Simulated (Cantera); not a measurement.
Input (Python, Cantera) and output of one run.

```python
import numpy as np
import cantera as ct

gas_names = """
    Fe FeO Fe(OH)2 H HNO HNO2 HNO3 HO2 H2 H2O H2O2 N NH NH2 NH3 NH2OH NO NO2 NO3 N2 N2H2 N2H4 N2O O OH
    O2 O3
""".split()
cond_names = """
    Fe(a) Fe(c) Fe(d) Fe(L) FeO(s) FeO(L) Fe(OH)2(s) Fe(OH)3(s) Fe2O3(s) Fe3O4(s) H2O(s) H2O(L)
""".split()


# ... load() reads the species with a 1 bar reference pressure and builds the phases ...
atoms = {
    'Fe2O3': {'Fe': 2, 'O': 3},
    'H2': {'H': 2},
    'N2': {'N': 2},
}
top_T = {'Fe2O3(s)': 1830, 'Fe3O4(s)': 1870}  # K; cautious upper limits of use, not melting points


# ... equilibrate(T, P, feed) seeds the gas with the atoms and calls Mixture.equilibrate('TP', solver="vcs", rtol=1e-11, max_steps=5000) ...
results = []
feed = {'Fe2O3': 1, 'H2': 150, 'N2': 2.5}  # mol
P = 56000  # Pa
for T in [1373, 1473, 1573, 1673, 1773, 1873, 1973]:
    mix = equilibrate(T, P, feed)
    results.append((T, P, feed, dict(zip(mix.species_names, mix.species_moles))))

top = {s: max(r[3][s] / sum(r[3][g] for g in gas_names) for r in results) for s in gas_names}
cols = sorted((s for s in top if top[s] > 0.0001), key=lambda s: -top[s])[:9]
seen = [c for c in cond_names if any(r[3].get(c, 0) > 1e-12 for r in results)]
print("log10 of partial pressures in bar; condensed amounts in mol")
print(f"{'T/K':>10s}" + "".join(f"{s[:9]:>10s}" for s in cols + seen))
for T, P, feed, n in results:
    ng = sum(n[g] for g in gas_names)
    print(f"{T:10.4g}" + "".join(f"{np.log10(max(n[s] / ng * P / 1e5, 1e-99)):10.3f}" for s in cols)
          + "".join(f"{n.get(c, 0):10.4g}" for c in seen))
```

Output:

```
log10 of partial pressures in bar; condensed amounts in mol
       T/K        H2       H2O        N2         H        Fe     Fe(c)     Fe(d)     Fe(L)
      1373    -0.268    -1.958    -2.037    -5.611    -8.108         2         0         0
      1473    -0.268    -1.958    -2.037    -5.032    -7.078         2         0         0
      1573    -0.268    -1.958    -2.037    -4.525    -6.182         2         0         0
      1673    -0.268    -1.958    -2.037    -4.077    -5.397         0     1.999         0
      1773    -0.268    -1.958    -2.037    -3.680    -4.704         0     1.995         0
      1873    -0.268    -1.958    -2.037    -3.324    -4.102         0         0     1.978
      1973    -0.269    -1.959    -2.038    -3.004    -3.572         0         0     1.927
```

Method: chemical equilibrium by Gibbs-energy minimisation in Cantera with the NASA 1993 tables (ideal gas, pure condensed phases).
